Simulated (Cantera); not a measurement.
A Cantera script and its output.

```python
import numpy as np
import cantera as ct

gas = ct.Solution("h2o2.yaml")
gas.TPX = 498, 100000, {'H2': 1, 'O2': 0.333, 'N2': 1.25, 'H2O': 0.09}
flame = ct.FreeFlame(gas, width=0.04)
flame.set_refine_criteria(ratio=3, slope=0.08, curve=0.16)
flame.transport_model = "mixture-averaged"
flame.solve(loglevel=0, auto=True)
z, T = flame.grid, flame.T
thick = (T[-1] - T[0]) / np.gradient(T, z).max()
show = ['H2', 'O2', 'O', 'H2O', 'OH', 'HO2']
print(f"laminar burning velocity  {flame.velocity[0] * 100:.3f} cm/s")
print(f"burnt temperature         {T[-1]:.1f} K")
print(f"thermal thickness         {thick * 1e3:.4f} mm")
print(f"grid points               {len(z)}")
z0 = z[flame.heat_release_rate.argmax()]
print(f"{'z/mm':>9s}{'T/K':>9s}{'u/(m/s)':>9s}" + "".join(f"{s:>11s}" for s in show))
rows = []
for k in (-3, -2, -1.5, -1, -0.5, -0.25, 0, 0.25, 0.5, 1, 2, 4, 8):
    zz = z0 + k * thick
    rows.append([k * thick, np.interp(zz, z, T), np.interp(zz, z, flame.velocity),
                 *(np.interp(zz, z, flame.X[gas.species_index(s)]) for s in show)])
    print(f"{rows[-1][0] * 1e3:9.3f}{rows[-1][1]:9.1f}{rows[-1][2]:9.3f}" + "".join(f"{x:11.3e}" for x in rows[-1][3:]))
```

Output:

```
laminar burning velocity  627.266 cm/s
burnt temperature         2312.9 K
thermal thickness         0.4017 mm
grid points               121
     z/mm      T/K  u/(m/s)         H2         O2          O        H2O         OH        HO2
   -1.205    498.0    6.273  3.741e-01  1.246e-01  8.869e-15  3.367e-02  1.499e-16  3.323e-13
   -0.803    498.0    6.273  3.741e-01  1.246e-01  5.205e-13  3.367e-02  8.798e-15  1.916e-11
   -0.602    498.0    6.273  3.741e-01  1.246e-01  2.960e-11  3.367e-02  5.009e-13  1.222e-09
   -0.402    498.0    6.273  3.741e-01  1.246e-01  2.999e-09  3.367e-02  7.547e-11  1.990e-07
   -0.201    512.6    6.424  3.703e-01  1.249e-01  4.300e-06  3.431e-02  2.870e-05  2.079e-04
   -0.100    752.0    9.188  3.373e-01  1.193e-01  2.365e-04  5.446e-02  8.947e-04  2.628e-04
    0.000   1191.5   14.103  2.419e-01  8.462e-02  3.357e-03  1.336e-01  2.485e-03  9.524e-05
    0.100   1495.7   17.494  1.482e-01  2.984e-02  6.049e-03  2.362e-01  6.360e-03  2.978e-05
    0.201   1635.4   19.003  1.204e-01  1.031e-02  5.276e-03  2.735e-01  8.408e-03  9.715e-06
    0.402   1770.3   20.397  1.186e-01  4.742e-03  4.222e-03  2.864e-01  9.699e-03  4.156e-06
    0.803   1905.7   21.746  1.238e-01  3.192e-03  3.052e-03  2.933e-01  9.929e-03  2.595e-06
    1.607   2032.9   22.974  1.284e-01  1.934e-03  1.890e-03  3.008e-01  9.092e-03  1.532e-06
    3.213   2140.2   23.981  1.321e-01  9.992e-04  9.884e-04  3.080e-01  7.382e-03  8.180e-07
```

Detailed kinetics in Cantera: the H2/O2 subset of GRI-Mech 3.0, which has no nitrogen chemistry. Burning velocities carry a grid error of a few per cent, more on coarse grids.
